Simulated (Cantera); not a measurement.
What does this Cantera script print?

```python
import numpy as np
import cantera as ct

gas = ct.Solution("gri30.yaml")
gas.TPX = 375, 1300000, {'CO': 1, 'H2': 0.09, 'O2': 1.27, 'N2': 4.77, 'H2O': 0.46}
inlet = ct.Reservoir(gas, clone=True)
gas.equilibrate("HP")  # start burning
reactor = ct.IdealGasConstPressureReactor(gas, energy="on", clone=False)
exhaust = ct.Reservoir(gas, clone=True)
tau = [0.19, 0.072, 0.027, 0.01, 0.0038, 0.0014, 0.00053, 0.0002, 7.4e-05, 2.8e-05, 1e-05][0]
for a, b in ((inlet, reactor), (reactor, exhaust)):
    ct.MassFlowController(a, b, mdot=lambda t: reactor.mass / tau)
net = ct.ReactorNet([reactor])
show = ['CO', 'H2', 'O2', 'H2O2', 'CO2', 'H2O', 'H']

rows = []
print(f"{'tau/s':>10s}{'T/K':>9s}" + "".join(f"{s:>11s}" for s in show))
for tau in [0.19, 0.072, 0.027, 0.01, 0.0038, 0.0014, 0.00053, 0.0002, 7.4e-05, 2.8e-05, 1e-05]:
    net.initial_time = 0.0
    net.advance(30 * tau)
    before = gas.X
    net.advance(40 * tau)
    drift = np.max(np.abs(gas.X - before) / (gas.X + 1e-9))
    rows.append([gas.T, *gas[show].X, drift])
    print(f"{tau:10.3e}{gas.T:9.1f}" + "".join(f"{x:11.3e}" for x in gas[show].X))
```

Result:

```
     tau/s      T/K         CO         H2         O2       H2O2        CO2        H2O          H
 1.900e-01   1574.1  2.107e-04  3.971e-06  1.030e-01  7.873e-08  1.417e-01  7.801e-02  8.694e-08
 7.200e-02   1572.3  4.426e-04  7.889e-06  1.031e-01  1.224e-07  1.415e-01  7.798e-02  2.085e-07
 2.700e-02   1568.6  9.371e-04  1.602e-05  1.033e-01  1.962e-07  1.409e-01  7.794e-02  5.166e-07
 1.000e-02   1560.3  2.053e-03  3.372e-05  1.038e-01  3.247e-07  1.397e-01  7.785e-02  1.299e-06
 3.800e-03   1540.2  4.811e-03  7.522e-05  1.050e-01  5.806e-07  1.368e-01  7.769e-02  3.102e-06
 1.400e-03    375.0  1.318e-01  1.186e-02  1.673e-01 -2.280e-19 -3.495e-16  6.061e-02  9.567e-32
 5.300e-04    375.0  1.318e-01  1.186e-02  1.673e-01 -6.622e-23 -1.015e-19  6.061e-02  9.522e-32
 2.000e-04    375.0  1.318e-01  1.186e-02  1.673e-01 -4.183e-24 -6.411e-21  6.061e-02  8.835e-32
 7.400e-05    375.0  1.318e-01  1.186e-02  1.673e-01 -2.642e-25 -4.046e-22  6.061e-02  7.389e-32
 2.800e-05    375.0  1.318e-01  1.186e-02  1.673e-01 -1.669e-26 -2.543e-23  6.061e-02  5.207e-32
 1.000e-05    375.0  1.318e-01  1.186e-02  1.673e-01 -1.054e-27 -1.568e-24  6.061e-02  2.846e-32
```

Cantera simulation using GRI-Mech 3.0 (53 species, 325 reactions); the numbers are that mechanism's predictions, not measurements. The hydrogen kinetics of GRI-Mech 3.0 are dated; newer H2 mechanisms differ, most at raised pressure. The pressure lies above the range GRI-Mech 3.0 was tuned for (to about 10 atm).
